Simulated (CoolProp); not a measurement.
Vapour pressure (bar) of R142b: the reference equation beside estimates from Tc = 137.1 °C, pc = 40.55 bar, ω = 0.232. Clausius-Clapeyron is anchored at 46.45 °C with a constant enthalpy of vaporisation of 18.74 kJ/mol.

Values from CoolProp's reference Helmholtz-energy equation of state, Lemmon 2006. It is a short technical equation, of lower accuracy than the large ones.

```
T (°C)  reference  Clausius-Clapeyron  Peng-Robinson
------  ---------  ------------------  -------------
34.85       4.524               4.770          4.503
38.75       5.050               5.227          5.028
42.65       5.620               5.715          5.598
46.45       6.221               6.221          6.199
50.35       6.887               6.773          6.865
54.25       7.603               7.360          7.584
58.15       8.374               7.981          8.357
61.95       9.179               8.621          9.167
65.85       10.06               9.315          10.06
69.75       11.01               10.05          11.01
73.65       12.02               10.82          12.03
77.45       13.07               11.61          13.09
81.35       14.21               12.46          14.25
85.25       15.43               13.35          15.48
89.15       16.72               14.29          16.79
```

Absolute difference from the reference over all 15 rows, mean and median: Clausius-Clapeyron 6.9 and 6.1 %, Peng-Robinson 0.3 and 0.3 %.
